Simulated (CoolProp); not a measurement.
R1336mzz(Z) at 410.1 K and 4.28 MPa is throttled through a valve to 1.51 MPa with no heat exchange. Each further row changes one setting.

Computed with CoolProp (reference Helmholtz-energy equation of state, McLinden 2020).

| case | temperature change (K) | final phase | final density (kg/m³) |
|---|---|---|---|
| as stated | -1.8 | liquid | 988 |
| outlet pressure 0.453 MPa | -55.0 | two-phase, vapour fraction 0.553 | 52.2 |
| outlet pressure 1.96 MPa | -1.4 | liquid | 998 |
